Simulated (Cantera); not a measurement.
A closed system holds: 1 mol CuF₂, 1.7 mol H₂O, 0.91 mol N₂, at 725 K and 24.8 Torr.

These are equilibrium values from Cantera (NASA tables, ideal gas, pure condensed phases), not measurements of a reactor. Candidate condensed phases: Cu, CuF₂, CuO, Cu(OH)₂, Cu₂O, H₂O; 45 gas species. The numbers say what is thermodynamically allowed, not how fast it happens.

Base state: HF 0.554, N₂ 0.252, H₂O 0.194 (mole fractions); condensed: CuO(s).

Problem. What changes in the equilibrium state with this change: temperature from 725 K to 1923 K?

Solution. 
```csv
species,before,after
HF,0.554,0.374
N₂,0.252,0.202
H₂O,0.194,0.190
O₂,1.74e-8,0.0913
CuF,<1e-9,0.0727
Cu,<1e-9,0.0619
OH,<1e-9,0.00364
NO,<1e-9,0.00205
"CuO(s), mol",1.00,0
"Cu(l), mol",0,0.394
```
